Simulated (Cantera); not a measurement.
A closed system holds: 1 mol BF3, 2 mol O2, 4.7 mol H2, at 600 °C and 5.85 Torr.

These are equilibrium values from Cantera (NASA tables, ideal gas, pure condensed phases), not measurements of a reactor. Candidate condensed phases: B, B2O3, B3O3H3, H2O; 43 gas species. Gases not in the tables: H3BO3. Kinetics and transport are ignored.

Base state: H2O 0.563, HF 0.221, H2 0.118, BF3 0.0883, B3O3F3 0.00739, (HBO2)3 0.00213, BOF 2.01e-5, HBO2 1.03e-5 (mole fractions); condensed: B2O3(l).

**Question.** What changes in the equilibrium state with this change: H2 from 4.7 to 0.13 mol?

**Answer.** 
```
species        before    after
------------  -------  -------
O2              <1e-9    0.625
BF3            0.0883    0.294
HF              0.221   0.0582
H2O             0.563   0.0129
H2              0.118    <1e-9
(HBO2)3       0.00213  1.82e-6
HBO2          1.03e-5  9.82e-7
B3O3F3        0.00739  0.00969
BOF           2.01e-5  2.20e-5
B2O3(l), mol    0.155        0
```

**Question.** What changes in the equilibrium state with this change: pressure from 5.85 Torr to 113 Torr?

**Answer.** 
```csv
species,before,after
H2O,0.563,0.597
HF,0.221,0.150
H2,0.118,0.120
BF3,0.0883,0.112
(HBO2)3,0.00213,0.0102
BOF,2.01e-5,3.04e-6
HBO2,1.03e-5,2.43e-6
B3O3F3,0.00739,0.00941
"B2O3(l), mol",0.155,0.00208
```

**Question.** What changes in the equilibrium state with this change: O2 from 2 to 1.7 mol?

**Answer.** 
```
species        before    after
------------  -------  -------
H2O             0.563    0.471
H2              0.118    0.220
HF              0.221    0.205
BF3            0.0883   0.0933
(HBO2)3       0.00213  0.00163
HBO2          1.03e-5  9.46e-6
B3O3F3        0.00739  0.00781
BOF           2.01e-5  2.05e-5
B2O3(l), mol    0.155    0.141
```
